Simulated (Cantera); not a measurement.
**Dilute partial oxidation**

An isothermal, constant-pressure homogeneous reactor starts with CH4 : O2 : N2 = 0.014 : 0.0052 : 0.42 (molar parts), equivalence ratio 5.4, at 1150 K and 760 Torr.

Detailed kinetics in Cantera: GRI-Mech 3.0 (53 species, 325 reactions). GRI-Mech 3.0 stops at C3 and has no aromatics, soot or wall deposition, so with more carbon than oxygen in the feed, carbon stays in small species such as C2H2 where larger ones or solid carbon would form.

```json
[
 {"t (s)": "8.00e-6", "x CH4": "0.0319", "x O2": "0.0118", "x CH2CO": "<1e-12", "x C2H6": "<1e-12", "x H": "2.49e-12", "x HCN": "<1e-12"},
 {"t (s)": "3.06e-5", "x CH4": "0.0319", "x O2": "0.0118", "x CH2CO": "<1e-12", "x C2H6": "<1e-12", "x H": "3.15e-12", "x HCN": "<1e-12"},
 {"t (s)": "0.000117", "x CH4": "0.0319", "x O2": "0.0118", "x CH2CO": "<1e-12", "x C2H6": "<1e-12", "x H": "3.27e-12", "x HCN": "<1e-12"},
 {"t (s)": "0.000450", "x CH4": "0.0319", "x O2": "0.0118", "x CH2CO": "<1e-12", "x C2H6": "<1e-12", "x H": "3.70e-12", "x HCN": "<1e-12"},
 {"t (s)": "0.00172", "x CH4": "0.0319", "x O2": "0.0118", "x CH2CO": "<1e-12", "x C2H6": "9.33e-12", "x H": "5.52e-12", "x HCN": "<1e-12"},
 {"t (s)": "0.00660", "x CH4": "0.0319", "x O2": "0.0118", "x CH2CO": "<1e-12", "x C2H6": "1.08e-9", "x H": "1.51e-11", "x HCN": "<1e-12"},
 {"t (s)": "0.0253", "x CH4": "0.0319", "x O2": "0.0118", "x CH2CO": "<1e-12", "x C2H6": "9.71e-8", "x H": "4.04e-11", "x HCN": "<1e-12"},
 {"t (s)": "0.0969", "x CH4": "0.0319", "x O2": "0.0118", "x CH2CO": "1.43e-11", "x C2H6": "1.09e-6", "x H": "5.43e-11", "x HCN": "<1e-12"},
 {"t (s)": "0.371", "x CH4": "0.0319", "x O2": "0.0118", "x CH2CO": "5.19e-10", "x C2H6": "5.93e-6", "x H": "1.04e-10", "x HCN": "<1e-12"},
 {"t (s)": "1.42", "x CH4": "0.0317", "x O2": "0.0118", "x CH2CO": "4.11e-8", "x C2H6": "3.78e-5", "x H": "4.24e-10", "x HCN": "<1e-12"},
 {"t (s)": "5.45", "x CH4": "0.0303", "x O2": "0.0108", "x CH2CO": "1.05e-5", "x C2H6": "0.000235", "x H": "3.77e-9", "x HCN": "<1e-12"},
 {"t (s)": "20.9", "x CH4": "0.0192", "x O2": "0.000509", "x CH2CO": "3.62e-5", "x C2H6": "5.83e-5", "x H": "2.76e-8", "x HCN": "1.41e-11"},
 {"t (s)": "80.0", "x CH4": "0.0188", "x O2": "1.88e-5", "x CH2CO": "1.21e-6", "x C2H6": "5.30e-6", "x H": "5.54e-9", "x HCN": "2.17e-11"}
]
```
x: mole fraction; the columns are a selection and need not sum to one.

Equilibrium at this temperature and pressure: CH4 0.00622, O2 <1e-12, CH2CO 1.44e-9, C2H6 4.49e-7, H 1.64e-8, HCN 0.00157 (gas phase only).
